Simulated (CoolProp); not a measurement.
Dimethyl carbonate along the isobar 43.9 bar: fugacity coefficient from the reference equation and from simpler models built on Tc = 557.0 K, pc = 49.09 bar, ω = 0.346; each cubic takes its own stable root.

The numbers come from the reference Helmholtz-energy equation of state, Zhou 2011 in CoolProp.

| T (K) | phase | reference |
|---|---|---|
| 375.6 | liquid | 0.03686 |
| 395.7 | liquid | 0.06277 |
| 415.8 | liquid | 0.09994 |
| 435.9 | liquid | 0.1502 |
| 456 | liquid | 0.2148 |
| 476.1 | liquid | 0.2941 |
| 496.2 | liquid | 0.3877 |
| 516.3 | liquid | 0.4935 |
| 536.4 | liquid | 0.6076 |
| 556.5 | gas | 0.6976 |
| 576.6 | gas | 0.7356 |

### Question
How far does each simpler model (Redlich-Kwong, Soave-Redlich-Kwong) lie from the reference over these 11 states: mean and median of the absolute difference, and the worst?

### Answer
- Redlich-Kwong: mean 37.5 %, median 28.0 %, worst +107.5 % at 375.6 K and 43.9 bar
- Soave-Redlich-Kwong: mean 2.4 %, median 2.7 %, worst +3.8 % at 476.1 K and 43.9 bar
